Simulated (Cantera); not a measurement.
# Premixed flame

A freely propagating, adiabatic, planar premixed flame of 10.6 % CH4, 15.2 % O2, 74.2 % N2, equivalence ratio 1.4, unburnt at 550 K and 10.0 bar; mixture-averaged transport, grid criteria slope 0.08 and curve 0.16, no radiation.

Detailed kinetics in Cantera: GRI-Mech 3.0 (53 species, 325 reactions). Burning velocities carry a grid error of a few per cent, more on coarse grids.

| z (mm) | T (K) | u (m/s) | x CH4 | x O2 | x NO | x CH3 | x C2H2 | x H2O2 |
|---|---|---|---|---|---|---|---|---|
| -0.702 | 551 | 0.114 | 0.106 | 0.151 | <1e-8 | <1e-8 | 1.92e-7 | 1.46e-7 |
| -0.468 | 562 | 0.117 | 0.104 | 0.150 | <1e-8 | <1e-8 | 2.37e-6 | 1.38e-6 |
| -0.351 | 595 | 0.124 | 0.101 | 0.147 | <1e-8 | <1e-8 | 1.18e-5 | 5.51e-6 |
| -0.234 | 714 | 0.150 | 0.0925 | 0.137 | <1e-8 | 8.19e-8 | 6.24e-5 | 2.23e-5 |
| -0.117 | 1108 | 0.237 | 0.0636 | 0.0978 | 9.48e-8 | 2.26e-5 | 0.000337 | 5.95e-5 |
| -0.0585 | 1439 | 0.310 | 0.0386 | 0.0611 | 3.33e-7 | 0.000230 | 0.000716 | 1.07e-5 |
| 0 | 1742 | 0.378 | 0.0165 | 0.0253 | 6.38e-7 | 0.000669 | 0.00169 | 1.85e-6 |
| 0.0585 | 1889 | 0.411 | 0.00750 | 0.00799 | 9.95e-7 | 0.000562 | 0.00253 | 5.52e-7 |
| 0.117 | 1936 | 0.421 | 0.00502 | 0.00281 | 1.23e-6 | 0.000342 | 0.00265 | 1.53e-7 |
| 0.234 | 1957 | 0.426 | 0.00357 | 0.000539 | 1.43e-6 | 0.000167 | 0.00256 | 2.08e-8 |
| 0.468 | 1958 | 0.426 | 0.00253 | 4.25e-5 | 1.62e-6 | 9.36e-5 | 0.00232 | <1e-8 |
| 0.936 | 1954 | 0.426 | 0.00166 | 4.55e-7 | 1.97e-6 | 5.65e-5 | 0.00177 | <1e-8 |
| 1.87 | 1949 | 0.426 | 0.000998 | 3.14e-8 | 2.61e-6 | 3.18e-5 | 0.000967 | <1e-8 |
x: mole fraction of selected species; z is measured from the peak of heat release.

- laminar burning velocity: 11.4 cm/s
- thermal thickness: 0.234 mm
- peak x(CH3): 0.000697
- peak x(C2H2): 0.00265
- peak x(H2O2): 6.04e-5
- grid points: 129
